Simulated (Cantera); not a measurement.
# Stirred combustor or abatement burner

A perfectly stirred reactor is fed with 30.3 % H2, 12.6 % O2, 57.0 % N2, at 7500 Torr; it is adiabatic with a 450 K inlet, and is followed from long to short residence time, starting on the burning branch (τ in s: 0.2, 0.061, 0.019, 0.0057, 0.0018, 0.00054, 0.00016, 5.1e-05, 1.5e-05).

Computed with Cantera and the H2/O2 subset of GRI-Mech 3.0, which has no nitrogen chemistry. The hydrogen kinetics of GRI-Mech 3.0 are dated; newer H2 mechanisms differ, most at raised pressure.

```tsv
τ (s)	T (K)	x H2	x O2	x H	x O	x OH	x H2O
0.20	2338	0.0576	2.11e-5	0.000916	8.39e-6	0.000777	0.289
0.061	2337	0.0576	3.06e-5	0.000959	9.19e-6	0.000812	0.288
0.019	2335	0.0576	5.72e-5	0.00108	1.17e-5	0.000913	0.288
0.0057	2331	0.0577	0.000127	0.00141	2.00e-5	0.00118	0.288
0.0018	2321	0.0579	0.000277	0.00210	4.36e-5	0.00172	0.287
0.00054	2302	0.0584	0.000627	0.00342	0.000112	0.00270	0.284
0.00016	2266	0.0596	0.00141	0.00573	0.000292	0.00418	0.280
5.1e-5	2210	0.0618	0.00291	0.00936	0.000683	0.00598	0.274
1.5e-5	2109	0.0662	0.00601	0.0158	0.00153	0.00791	0.262
```
x: mole fraction; the columns are a selection and need not sum to one.
